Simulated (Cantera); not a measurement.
**Equilibrium for silicon nitride deposition: SiH4 + N2**

A closed system holds: 1 mol SiH4, 2.6 mol N2, held at 1602 °C and 0.000210 bar.

Cantera equilibrium calculation (NASA polynomials, part measured and part estimated; ideal gas, pure solids and liquids). Candidate condensed phases: Si, Si3N4; 18 gas species. The tables' values for SiN are old estimates; treat these amounts as uncertain. Gases not in the tables: Si2H6 and higher silanes. Kinetics and transport are ignored.

```json
{
  "x(N2)": "0.532",
  "x(H2)": "0.395",
  "x(Si)": "0.0431",
  "x(H)": "0.0284",
  "x(SiH)": "0.000364",
  "x(Si2)": "0.000324",
  "x(Si2N)": "0.000242",
  "x(SiN)": "0.000163",
  "x(Si3)": "7.40e-5",
  "n(Si(l))": "0.780 mol",
  "gas_amount": "4.884 mol"
}
```
